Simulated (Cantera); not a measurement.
A closed system holds: 1 mol Si2Cl6, 0.26 mol HCl, 22 mol N2, at 7.50 Torr.

Method: chemical equilibrium by Gibbs-energy minimisation in Cantera with the NASA 1993 tables (ideal gas, pure condensed phases). Candidate condensed phases: NH4Cl, Si, Si3N4; 28 gas species. The feed counts by its element totals alone. N2 is the only nitrogen source here; it is nearly inert below about 1500 K, so the nitride shown seldom forms there in practice. Kinetics and transport are ignored.

Over these rows the condensed part is Si3N4(s). Partial pressures as log10 of bar:

```tsv
T (K)	1000/T (1/K)	log p SiCl2	log p N2	log p SiCl4	log p HCl
1150	0.8696	-5.71	-2.03	-3.20	-3.96
1200	0.8333	-5.18	-2.03	-3.21	-3.96
1250	0.8000	-4.70	-2.03	-3.22	-3.96
1300	0.7692	?	-2.04	-3.26	-3.97
1350	0.7407	-3.89	-2.04	-3.32	-3.97
1400	0.7143	-3.56	-2.04	-3.43	-3.98
```

Task: Fit log p(SiCl2) = a + b·(1000/T) to the five rows, give the apparent enthalpy, and predict the row at 1300 K.

Result: Means: 1000/T = 0.7916, log p = -4.608. Sxy = -0.228138, Sxx = 0.0164595, so b = -13.86 and a = -4.608 − (-13.86)×0.7916 = 6.36.
Apparent enthalpy: −19.145 × (-13.86) = 265 kJ/mol. With the condensed phases at unit activity, 1/6 Si3N4(s) + 1/2 SiCl4(g) = SiCl2(g) + 1/3 N2(g) links this pressure to the main gases: over the six rows their terms move log p by -0.11 in all, so the slope isn't that reaction's ΔH° alone. The five rows lie within 0.03 of the line.
Prediction at 1300 K: 6.36 + (-13.86)×0.7692 = -4.30. The computed value is -4.27, 0.03 from the line.
